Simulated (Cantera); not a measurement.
A closed system holds: 1 mol Al₂O₃, a varied amount of SiCl₄, 0.21 mol O₂, held at 1423 K and 7.50 Torr.

Equilibrium computed with Cantera from the NASA thermochemical tables; the gas is ideal and each condensed phase is pure. Candidate condensed phases: Al, AlCl₃, Al₂O₃, Al₂SiO₅, Al₆Si₂O₁₃, Si, SiO₂; 26 gas species. Mutual solubility and eutectic melting of coexisting phases are not modelled. The tables hold silica as quartz up to 1696 K and as liquid above; real silica turns to tridymite and cristobalite and melts near 1996 K. Condensed phases not in the tables: alloys, solid solutions and most ternary compounds. Rates play no part.

Question: What share of the Al ends up in condensed phases as a function of n(SiCl₄) (mol), at 0.41, 0.55, 0.73, 0.96, 1.3, 1.7, 2.3?

Answer: 
| n(SiCl₄) (mol) | Al condensed (%) | as |
|---|---|---|
| 0.41 | 86.7 | Al₂O₃(s) + Al₆Si₂O₁₃(mullite) |
| 0.55 | 77.6 | Al₆Si₂O₁₃(mullite) |
| 0.73 | 65.7 | Al₆Si₂O₁₃(mullite) |
| 0.96 | 50.6 | Al₆Si₂O₁₃(mullite) |
| 1.3 | 28.2 | Al₆Si₂O₁₃(mullite) |
| 1.7 | 1.9 | Al₆Si₂O₁₃(mullite) |
| 2.3 | 0.0 | - |
